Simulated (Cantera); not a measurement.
# Thermodynamics of aluminium and copper etching, feed Al + HCl + H₂

Charge: 1 mol Al, 4.7 mol HCl, 12 mol H₂, held at 1.00 bar.

These are equilibrium values from Cantera (NASA tables, ideal gas, pure condensed phases), not measurements of a reactor. Candidate condensed phases: Al, AlCl₃; 12 gas species. The tables' values for AlCl₂ are old estimates; treat these amounts as uncertain. Kinetics and transport are ignored.

```csv
T (K),x H₂,x HCl,x AlCl₃,x Al₂Cl₆,x AlCl₂,x AlCl
573,0.859,0.108,0.00264,0.0305,<1e-12,<1e-12
673,0.853,0.107,0.0155,0.0238,<1e-12,<1e-12
773,0.842,0.106,0.0412,0.0106,1.38e-10,<1e-12
873,0.835,0.105,0.0570,0.00246,7.79e-9,<1e-12
973,0.834,0.105,0.0607,0.000538,1.56e-7,6.97e-11
1073,0.833,0.105,0.0614,0.000147,1.69e-6,3.54e-9
1173,0.833,0.105,0.0616,5.02e-5,1.21e-5,9.04e-8
1273,0.833,0.105,0.0616,2.05e-5,6.29e-5,1.37e-6
1373,0.833,0.105,0.0614,9.57e-6,0.000254,1.38e-5
1473,0.832,0.106,0.0608,4.92e-6,0.000837,9.94e-5
```
x: gas mole fraction; nothing condenses.

From 573 K to 1473 K nothing is condensed. The main Al-bearing gas is Al₂Cl₆ at 573 K and AlCl₃ at 1473 K.
